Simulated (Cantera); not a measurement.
What does this Cantera script print?

```python
import numpy as np
import cantera as ct

gas_names = """
    C CN CO CO2 C2 CCN CNC C2N2 C2O C3 C3O2 C4 C4N2 C5 N NCO NO NO2 NO3 N2 N2O O O2 O3 Si SiC SiC2 SiN
    SiO SiO2 Si2 Si2C Si2N Si3
""".split()
cond_names = """
    C(gr) Si(cr) Si(L) SiC(b) SiO2(Lqz) SiO2(hqz) SiO2(L) Si2N2O(s) Si3N4(a)
""".split()


# ... load() reads the species with a 1 bar reference pressure and builds the phases ...
atoms = {
    'SiC': {'Si': 1, 'C': 1},
    'CO2': {'C': 1, 'O': 2},
    'N2': {'N': 2},
    'O2': {'O': 2},
}
top_T = {'C(gr)': 4500, 'SiC(b)': 3050, 'Si2N2O(s)': 2100, 'Si3N4(a)': 2400}  # K; cautious upper limits of use, not melting points


# ... equilibrate(T, P, feed) seeds the gas with the atoms and calls Mixture.equilibrate('TP', solver="vcs", rtol=1e-11, max_steps=5000) ...
results = []
feed = {'SiC': 1, 'CO2': 0.018, 'N2': 35, 'O2': 0.017}  # mol
P = 8.8  # Pa
for T in [1550, 1600, 1650, 1700, 1750, 1800, 1850, 1900, 1950]:
    mix = equilibrate(T, P, feed)
    results.append((T, P, feed, dict(zip(mix.species_names, mix.species_moles))))

top = {s: max(r[3][s] / sum(r[3][g] for g in gas_names) for r in results) for s in gas_names}
cols = sorted((s for s in top if top[s] > 0.0001), key=lambda s: -top[s])[:9]
seen = [c for c in cond_names if any(r[3].get(c, 0) > 1e-12 for r in results)]
print("log10 of partial pressures in bar; condensed amounts in mol")
print(f"{'T/K':>10s}" + "".join(f"{s[:9]:>10s}" for s in cols + seen))
for T, P, feed, n in results:
    ng = sum(n[g] for g in gas_names)
    print(f"{T:10.4g}" + "".join(f"{np.log10(max(n[s] / ng * P / 1e5, 1e-99)):10.3f}" for s in cols)
          + "".join(f"{n.get(c, 0):10.4g}" for c in seen))
```

Result:

```
log10 of partial pressures in bar; condensed amounts in mol
       T/K        N2        Si        CO       SiO      SiC2      Si2C     C(gr)    SiC(b)
      1550    -4.056    -8.350    -6.948    -7.201   -13.296   -11.003         0    0.9731
      1600    -4.056    -7.872    -6.931    -7.234   -12.517   -10.370         0    0.9713
      1650    -4.057    -7.462    -6.893    -7.321   -11.747    -9.816         0     0.967
      1700    -4.057    -7.151    -6.835    -7.532   -10.948    -9.371         0    0.9595
      1750    -4.057    -6.971    -6.784    -7.958   -10.084    -9.064         0     0.952
      1800    -4.057    -6.906    -6.762    -8.597    -9.163    -8.880         0    0.9479
      1850    -4.057    -6.712    -6.759    -8.954    -8.425    -8.574   0.02601    0.9181
      1900    -4.059    -6.329    -6.761    -8.898    -7.926    -8.086    0.1354    0.7997
      1950    -4.062    -5.967    -6.765    -8.847    -7.454    -7.623    0.3812    0.5282
```

Method: chemical equilibrium by Gibbs-energy minimisation in Cantera with the NASA 1993 tables (ideal gas, pure condensed phases). The tables' values for SiN are old estimates; treat these amounts as uncertain.
